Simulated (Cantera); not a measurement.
A Cantera script and what it prints.

```python
import numpy as np
import cantera as ct

gas_names = [...]  # 151 gases of nasa_gas.yaml made of C, H, N, O, Si
cond_names = """
    C(gr) C6H6(L) C7H8(L) C8H18(L),n-octa H2O(s) H2O(L) Si(cr) Si(L) SiC(b) SiO2(Lqz) SiO2(hqz) SiO2(L)
    Si2N2O(s) Si3N4(a)
""".split()


# ... load() reads the species with a 1 bar reference pressure and builds the phases ...
atoms = {
    'HMDSO': {'Si': 2, 'C': 6, 'H': 18, 'O': 1},
    'O2': {'O': 2},
    'N2': {'N': 2},
    'CO2': {'C': 1, 'O': 2},
}
top_T = {'C(gr)': 4500, 'SiC(b)': 3050, 'Si2N2O(s)': 2100, 'Si3N4(a)': 2400}  # K; cautious upper limits of use, not melting points


# ... equilibrate(T, P, feed) seeds the gas with the atoms and calls Mixture.equilibrate('TP', solver="vcs", rtol=1e-11, max_steps=5000) ...
results = []
feed = {'HMDSO': 1, 'O2': 0.092, 'N2': 4.1, 'CO2': 0.11}  # mol
T = 2025  # K
for P in [5, 17, 59, 210, 710, 2400, 8400, 29000, 100000]:
    mix = equilibrate(T, P, feed)
    results.append((T, P, feed, dict(zip(mix.species_names, mix.species_moles))))
    x = sorted(zip(gas.X, gas.species_names), reverse=True)
    print(f"T = {T:g} K  P = {P:g} Pa  gas = {mix.phase_moles(0):.4g} mol")
    print("   x: " + "  ".join(f"{s} {v:.3e}" for v, s in x if v > 1e-05))
    print("   condensed (mol): " + ("  ".join(f"{mix.phase(i).name} {mix.phase_moles(i):.4g}"
          for i in range(1, mix.n_phases) if mix.phase_moles(i) > 1e-12) or "none"))
```

It prints:

```
T = 2025 K  P = 5 Pa  gas = 17.36 mol
   x: H2 4.264e-01  N2 2.334e-01  H 1.777e-01  CO 8.010e-02  Si 6.994e-02  HCN 5.127e-03  SiC2 3.249e-03  Si2C 2.128e-03  SiO 7.898e-04  C2H2,acetylene 3.859e-04  HNC 3.047e-04  SiH 2.068e-04  SiN 5.865e-05  CN 5.325e-05  Si2 4.622e-05
   condensed (mol): C(gr) 3.826  SiC(b) 0.6355
T = 2025 K  P = 17 Pa  gas = 15.69 mol
   x: H2 5.170e-01  N2 2.582e-01  H 1.061e-01  CO 8.863e-02  Si 2.057e-02  HCN 5.937e-03  SiC2 9.555e-04  SiO 8.740e-04  Si2C 6.259e-04  C2H2,acetylene 4.679e-04  HNC 3.529e-04  SiH 1.235e-04  SiN 3.345e-05  CN 3.037e-05  Si2 1.360e-05
   condensed (mol): C(gr) 2.94  SiC(b) 1.626
T = 2025 K  P = 59 Pa  gas = 15.05 mol
   x: H2 5.644e-01  N2 2.691e-01  CO 9.239e-02  H 5.953e-02  HCN 6.333e-03  Si 5.927e-03  SiO 9.110e-04  C2H2,acetylene 5.107e-04  HNC 3.764e-04  SiC2 2.753e-04  Si2C 1.803e-04  SiH 6.925e-05  SiN 1.833e-05  CN 1.664e-05
   condensed (mol): C(gr) 2.706  SiC(b) 1.886
T = 2025 K  P = 210 Pa  gas = 14.77 mol
   x: H2 5.892e-01  N2 2.741e-01  CO 9.414e-02  H 3.224e-02  HCN 6.531e-03  Si 1.665e-03  SiO 9.282e-04  C2H2,acetylene 5.332e-04  HNC 3.882e-04  SiC2 7.735e-05  Si2C 5.066e-05  SiH 3.751e-05
   condensed (mol): C(gr) 2.64  SiC(b) 1.958
T = 2025 K  P = 710 Pa  gas = 14.64 mol
   x: H2 6.017e-01  N2 2.765e-01  CO 9.495e-02  H 1.772e-02  HCN 6.629e-03  SiO 9.363e-04  C2H2,acetylene 5.445e-04  Si 4.926e-04  HNC 3.939e-04  SiC2 2.288e-05  SiH 2.061e-05  Si2C 1.499e-05
   condensed (mol): C(gr) 2.622  SiC(b) 1.978
T = 2025 K  P = 2400 Pa  gas = 14.58 mol
   x: H2 6.085e-01  N2 2.777e-01  CO 9.538e-02  H 9.691e-03  HCN 6.680e-03  SiO 9.405e-04  C2H2,acetylene 5.506e-04  HNC 3.970e-04  Si 1.457e-04  SiH 1.127e-05
   condensed (mol): C(gr) 2.616  SiC(b) 1.984
T = 2025 K  P = 8400 Pa  gas = 14.54 mol
   x: H2 6.121e-01  N2 2.784e-01  CO 9.560e-02  HCN 6.708e-03  H 5.196e-03  SiO 9.427e-04  C2H2,acetylene 5.540e-04  HNC 3.987e-04  Si 4.163e-05  CH4 1.251e-05
   condensed (mol): C(gr) 2.614  SiC(b) 1.985
T = 2025 K  P = 29000 Pa  gas = 14.52 mol
   x: H2 6.140e-01  N2 2.787e-01  CO 9.572e-02  HCN 6.723e-03  H 2.801e-03  SiO 9.439e-04  C2H2,acetylene 5.557e-04  HNC 3.996e-04  CH4 4.347e-05  Si 1.206e-05
   condensed (mol): C(gr) 2.613  SiC(b) 1.986
T = 2025 K  P = 100000 Pa  gas = 14.51 mol
   x: H2 6.149e-01  N2 2.789e-01  CO 9.579e-02  HCN 6.730e-03  H 1.509e-03  SiO 9.446e-04  C2H2,acetylene 5.565e-04  HNC 4.000e-04  CH4 1.503e-04
   condensed (mol): C(gr) 2.612  SiC(b) 1.986
```

Method: chemical equilibrium by Gibbs-energy minimisation in Cantera with the NASA 1993 tables (ideal gas, pure condensed phases). The feed counts by its element totals alone. The tables' values for SiN are old estimates; treat these amounts as uncertain.
